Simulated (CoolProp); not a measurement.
Vapour-liquid equilibrium of isohexane (1) + n-heptane (2) at 457.5 K; x and y are mole fractions of (1).

Values from CoolProp's multi-fluid Helmholtz-energy mixture model, Lemmon 2006 and Span 2003; pair parameters Bell 2016.

Task: Give the bubble pressure and the first vapour's composition at x = 0.35, 0.55, 0.95. Is there an azeotrope?

Result: x = 0.35: 1.026 MPa, y = 0.482; x = 0.55: 1.200 MPa, y = 0.674; x = 0.95: 1.591 MPa, y = 0.968. No azeotrope shows between x = 0.05 and 0.95.

Pair parameters are fitted to limited data, so mixtures are less certain than the pure fluids.
